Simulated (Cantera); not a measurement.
A perfectly stirred reactor is fed with CO : H2 : CH4 : O2 : N2 = 1 : 0.71 : 0.34 : 2.4 : 26.4 (molar parts), at 1.00 bar; it is adiabatic with a 500 K inlet, and is followed from long to short residence time, starting on the burning branch (τ in s: 0.069, 0.033, 0.016, 0.0077, 0.0037, 0.0018, 0.00087, 0.00042, 0.0002, 9.7e-05).

Detailed kinetics in Cantera: GRI-Mech 3.0 (53 species, 325 reactions).

**Question.** What does this change do: 3 parts H2O added?

**Answer.** 
| quantity | before | after |
|---|---|---|
| blow-out, bracketed by the residence times tried | burning at 16.0 ms, out at 7.70 ms | not reached |
| x(CO) at τ = 69.0 ms | 0.00179 | 0.0295 |
| x(H2) at τ = 69.0 ms | 0.000212 | 0.0210 |
| x(CH4) at τ = 69.0 ms | 4.28e-5 | 0.0100 |
| x(H) at τ = 69.0 ms | 2.63e-5 | <1e-12 |
| x(NO2) at τ = 69.0 ms | 2.41e-9 | <1e-12 |
| x(CO) at τ = 1.80 ms | 0.0324 | 0.0295 |
| x(H2) at τ = 1.80 ms | 0.0230 | 0.0210 |
| x(CH4) at τ = 1.80 ms | 0.0110 | 0.0100 |
| x(H) at τ = 1.80 ms | <1e-12 | <1e-12 |
| x(NO2) at τ = 1.80 ms | <1e-12 | <1e-12 |
| state | not reached | not burning at any residence time tried |

**Question.** What does this change do: CH4 0.34 to 0.21 parts?

**Answer.** 
| quantity | before | after |
|---|---|---|
| blow-out, bracketed by the residence times tried | burning at 16.0 ms, out at 7.70 ms | not reached |
| x(CO) at τ = 69.0 ms | 0.00179 | 0.0326 |
| x(H2) at τ = 69.0 ms | 0.000212 | 0.0231 |
| x(CH4) at τ = 69.0 ms | 4.28e-5 | 0.00684 |
| x(H) at τ = 69.0 ms | 2.63e-5 | <1e-12 |
| x(NO2) at τ = 69.0 ms | 2.41e-9 | <1e-12 |
| x(CO) at τ = 1.80 ms | 0.0324 | 0.0326 |
| x(H2) at τ = 1.80 ms | 0.0230 | 0.0231 |
| x(CH4) at τ = 1.80 ms | 0.0110 | 0.00684 |
| x(H) at τ = 1.80 ms | <1e-12 | <1e-12 |
| x(NO2) at τ = 1.80 ms | <1e-12 | <1e-12 |
| state | not reached | not burning at any residence time tried |
